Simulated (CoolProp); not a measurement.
A simple Rankine cycle with R1336mzz(E): condensing at 317.15 K, boiler at 2.07 MPa, turbine inlet 403.6 K, turbine efficiency 0.7, pump efficiency 0.8, no recuperator. Each further row changes one setting.

Values from CoolProp's reference Helmholtz-energy equation of state, Akasaka 2023.

```json
[
 {"case": "as stated", "thermal efficiency (%)": "9.2", "net work (kJ/kg)": "(withheld)", "heat in (kJ/kg)": "187", "turbine exit temperature (K)": "357.0", "volume ratio over the turbine": "(withheld)"},
 {"case": "condensing temperature 309.15 K", "thermal efficiency (%)": "10.1", "net work (kJ/kg)": "19.9", "heat in (kJ/kg)": "197", "turbine exit temperature (K)": "352.6", "volume ratio over the turbine": "9.19"},
 {"case": "boiler pressure 1.45 MPa", "thermal efficiency (%)": "7.7", "net work (kJ/kg)": "15.3", "heat in (kJ/kg)": "198", "turbine exit temperature (K)": "371.4", "volume ratio over the turbine": "4.42"},
 {"case": "turbine efficiency 0.6", "thermal efficiency (%)": "7.7", "net work (kJ/kg)": "(withheld)", "heat in (kJ/kg)": "187", "turbine exit temperature (K)": "360.0", "volume ratio over the turbine": "7.20"}
]
```

### Question
Complete the blanks.

### Answer

- as stated, net work (kJ/kg): 17.1
- as stated, volume ratio over the turbine: 7.13
- turbine efficiency 0.6, net work (kJ/kg): 14.4
